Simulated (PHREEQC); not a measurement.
## Polishing slurry liquid

Make-up at 25 °C: 0.0015 mol HNO3, 0.087 mol K2SO4 and 0.029 mol CO2 per kg of water. Closed to the air; pH follows from the charge balance.

Model: ion-association model, wateq4f.dat, run in PHREEQC.

| Property | Result |
|---|---|
| pH | 3.39 |
| ionic strength | 0.222 mol/kgw |
| total alkalinity | -1.50 meq/kg |

```
species  molality  activity   log γ
-------  --------  --------  ------
K+          0.155     0.109  -0.152
SO4-2      0.0666    0.0187  -0.551
CO2        0.0290    0.0305   0.022
KSO4-      0.0194    0.0143  -0.131
NO3-      0.00150   0.00103  -0.164
HSO4-     0.00103  0.000744  -0.142
H+       0.000514  0.000408  -0.100
HCO3-     4.47e-5   3.31e-5  -0.131
```

No solid was allowed to form. Species that the database lacks are ignored.
